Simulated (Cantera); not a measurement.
Charge: 1 mol B₂O₃, 0.61 mol H₂O, 17 mol N₂, equilibrated at 285 Torr.

Equilibrium computed with Cantera from the NASA thermochemical tables; the gas is ideal and each condensed phase is pure. Candidate condensed phases: B, BN, B₂O₃, B₃O₃H₃, H₂O; 39 gas species. Gases not in the tables: H₃BO₃. Kinetics and transport are ignored.

x: gas mole fraction; n: condensed amount in mol.

```csv
T (°C),x N₂,x HBO₂,x H₂O,x B₂O₃,x H₂,n B₂O₃(l)
1200,0.963,0.00549,0.0317,3.25e-5,2.44e-5,0.950
1250,0.961,0.00836,0.0302,9.07e-5,3.74e-5,0.924
1300,0.959,0.0122,0.0282,0.000236,5.51e-5,0.887
1350,0.956,0.0171,0.0256,0.000578,7.82e-5,0.837
1400,0.953,0.0231,0.0225,0.00134,0.000107,[?]
1450,0.948,0.0297,0.0190,0.00294,0.000141,[?]
1500,0.942,0.0367,0.0152,0.00616,0.000179,[?]
```

Problem. Some entries are withheld; supply them.

Solution. 
- 1400, n B₂O₃(l): 0.770
- 1450, n B₂O₃(l): 0.680
- 1500, n B₂O₃(l): 0.557
